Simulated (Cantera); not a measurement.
Input (Python, Cantera) and output of one run.

```python
import numpy as np
import cantera as ct

gas_names = """
    AL ALH ALN AL2 H H2 N NH NH2 NH3 N2 N2H2 N2H4
""".split()
cond_names = """
    AL(cr) AL(L) ALN(s)
""".split()


# ... load() reads the species with a 1 bar reference pressure and builds the phases ...
atoms = {
    'Al': {'AL': 1},
    'NH3': {'N': 1, 'H': 3},
    'H2': {'H': 2},
}
top_T = {'ALN(s)': 2750}  # K; cautious upper limits of use, not melting points


# ... equilibrate(T, P, feed) seeds the gas with the atoms and calls Mixture.equilibrate('TP', solver="vcs", rtol=1e-11, max_steps=5000) ...
results = []
feed = {'Al': 1, 'NH3': 1.6, 'H2': 1.6}  # mol
P = 1300  # Pa
for T in [700, 850, 1000, 1150, 1300, 1450, 1600, 1750, 1900]:
    mix = equilibrate(T, P, feed)
    results.append((T, P, feed, dict(zip(mix.species_names, mix.species_moles))))

top = {s: max(r[3][s] / sum(r[3][g] for g in gas_names) for r in results) for s in gas_names}
cols = sorted((s for s in top if top[s] > 0.0001), key=lambda s: -top[s])[:8]
seen = [c for c in cond_names if any(r[3].get(c, 0) > 1e-12 for r in results)]
print("log10 of partial pressures in bar; condensed amounts in mol")
print(f"{'T/K':>10s}" + "".join(f"{s[:9]:>10s}" for s in cols + seen))
for T, P, feed, n in results:
    ng = sum(n[g] for g in gas_names)
    print(f"{T:10.4g}" + "".join(f"{np.log10(max(n[s] / ng * P / 1e5, 1e-99)):10.3f}" for s in cols)
          + "".join(f"{n.get(c, 0):10.4g}" for c in seen))
```

Result:

```
log10 of partial pressures in bar; condensed amounts in mol
       T/K        H2        N2        AL         H       ALH    ALN(s)
       700    -1.917    -3.042   -34.272   -14.556   -32.261         1
       850    -1.917    -3.042   -25.773   -11.647   -24.714         1
      1000    -1.917    -3.042   -19.838    -9.603   -19.448         1
      1150    -1.917    -3.042   -15.463    -8.086   -15.568         1
      1300    -1.917    -3.042   -12.107    -6.915   -12.594         1
      1450    -1.918    -3.042    -9.453    -5.983   -10.243         1
      1600    -1.918    -3.042    -7.302    -5.223    -8.339         1
      1750    -1.919    -3.042    -5.526    -4.593    -6.767     0.999
      1900    -1.925    -3.026    -4.043    -4.063    -5.458    0.9684
```

Method: chemical equilibrium by Gibbs-energy minimisation in Cantera with the NASA 1993 tables (ideal gas, pure condensed phases).
